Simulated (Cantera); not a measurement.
Charge: 1 mol TiCl₄, 3.2 mol CH₄, at 2273 K.

Cantera equilibrium calculation (NASA polynomials, part measured and part estimated; ideal gas, pure solids and liquids). Candidate condensed phases: C, C₆H₆, C₇H₈, C₈H₁₈, Ti, TiC, TiCl₂, TiCl₃, TiCl₄; 96 gas species. The tables' values for TiCl₂ are old estimates; treat these amounts as uncertain. TiC: taken at fixed stoichiometry. Kinetics and transport are ignored.

x: gas mole fraction; n: condensed amount in mol.

| P (Pa) | x H₂ | x HCl | x H | x Cl | x TiCl₃ | x TiCl₂ | x C₂H₂ (acetylene) | n C(graphite) | n TiC(s) |
|---|---|---|---|---|---|---|---|---|---|
| 10 | 0.248 | 0.149 | 0.418 | 0.181 | 1.28e-5 | 0.000647 | 0.000934 | 2.20 | 0.968 |
| 63 | [?] | [?] | [?] | [?] | [?] | 0.00151 | [?] | 2.19 | 0.975 |
| 400 | 0.469 | 0.382 | 0.0909 | 0.0535 | 0.000526 | 0.00225 | 0.00177 | 2.20 | 0.971 |
| 2500 | 0.504 | 0.428 | [?] | [?] | [?] | 0.00264 | 0.00190 | 2.21 | 0.961 |
| 16000 | 0.523 | 0.443 | 0.0152 | 0.00929 | 0.00441 | 0.00272 | 0.00197 | 2.23 | 0.938 |
| 100000 | 0.540 | 0.435 | 0.00617 | 0.00360 | 0.00999 | 0.00254 | 0.00203 | 2.28 | 0.889 |

Question: What belongs in the gaps?

Answer: 
- 2500, x H: 0.0377
- 2500, x Cl: 0.0231
- 2500, x TiCl₃: 0.00166
- 63, x H₂: 0.391
- 63, x HCl: 0.285
- 63, x H: 0.209
- 63, x Cl: 0.110
- 63, x TiCl₃: 0.000115
- 63, x C₂H₂ (acetylene): 0.00147
